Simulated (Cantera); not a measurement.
Input (Python, Cantera):

```python
import numpy as np
import cantera as ct

gas = ct.Solution("gri30.yaml")
gas.TPX = 1225, 830, {'N2O': 1.4, 'H2O': 0.026}
reactor = ct.IdealGasConstPressureReactor(gas, energy="off", clone=False)
net = ct.ReactorNet([reactor])
net.rtol, net.atol = 1e-08, 1e-18
show = ['N2O', 'H2O', 'O2', 'NO', 'H2O2', 'HO2']
times = np.geomspace(0.0001, 7, 11)

steps = ct.SolutionArray(gas, extra=["t"])
rows = []
print(f"{'t/s':>10s}{'T/K':>9s}{'P/Pa':>11s}" + "".join(f"{s:>11s}" for s in show))
for t in times:
    while net.time < t:
        t_next = net.step()
        steps.append(gas.state, t=t_next)
    rows.append([np.interp(t, steps.t, y) for y in (steps.T, steps.P, *steps(*show).X.T)])
    print(f"{t:10.3e}{rows[-1][0]:9.1f}{rows[-1][1]:11.4g}" + "".join(f"{x:11.3e}" for x in rows[-1][2:]))
rate = np.gradient(steps.T, steps.t)
print("integrator steps:", len(steps.t))
if steps.T.max() > steps.T[0] + 200:
    print(f"time of steepest temperature rise: {steps.t[rate.argmax()]:.4e} s")
gas.TPX = 1225, 830, {'N2O': 1.4, 'H2O': 0.026}
gas.equilibrate("TP")
print(f"equilibrium (TP): T = {gas.T:.1f} K  " + "  ".join(f"{s} {gas[s].X[0]:.3e}" for s in show))
```

Result:

```
       t/s      T/K       P/Pa        N2O        H2O         O2         NO       H2O2        HO2
 1.000e-04   1225.0        830  9.818e-01  1.823e-02  2.752e-08  7.168e-09  1.625e-18  1.167e-12
 3.051e-04   1225.0        830  9.818e-01  1.823e-02  2.320e-07  6.044e-08  1.326e-16  3.074e-11
 9.311e-04   1225.0        830  9.818e-01  1.823e-02  1.642e-06  4.276e-07  9.393e-15  6.976e-10
 2.841e-03   1225.0        830  9.817e-01  1.823e-02  8.307e-06  2.164e-06  5.340e-13  1.192e-08
 8.670e-03   1225.0        830  9.817e-01  1.823e-02  3.036e-05  7.904e-06  2.608e-11  1.383e-07
 2.646e-02   1225.0        830  9.814e-01  1.823e-02  9.782e-05  2.538e-05  1.769e-09  1.101e-06
 8.073e-02   1225.0        830  9.807e-01  1.822e-02  3.053e-04  7.691e-05  4.647e-08  4.041e-06
 2.464e-01   1225.0        830  9.785e-01  1.821e-02  9.457e-04  2.190e-04  5.504e-08  3.924e-06
 7.518e-01   1225.0        830  9.719e-01  1.817e-02  2.893e-03  6.230e-04  2.274e-08  2.552e-06
 2.294e+00   1225.0        830  9.522e-01  1.805e-02  8.745e-03  1.858e-03  8.148e-09  1.508e-06
 7.000e+00   1225.0        830  8.956e-01  1.770e-02  2.572e-02  5.628e-03  2.111e-09  7.092e-07
integrator steps: 782
equilibrium (TP): T = 1225.0 K  N2O 1.559e-09  H2O 1.223e-02  O2 3.291e-01  NO 2.713e-04  H2O2 1.907e-11  HO2 2.603e-09
```

Computed with Cantera and GRI-Mech 3.0 (53 species, 325 reactions). GRI-Mech 3.0 was tuned for natural gas; its chemistry of N2O as a main component is partial and can be far from experiment. Radical loss at walls, strong at low pressure, is not modelled. The mechanism lacks the step 2 NO + O2 → 2 NO2, which can matter for NO2 below about 1400 K. The temperature is held fixed by assumption; the heat of reaction is taken as removed at once.
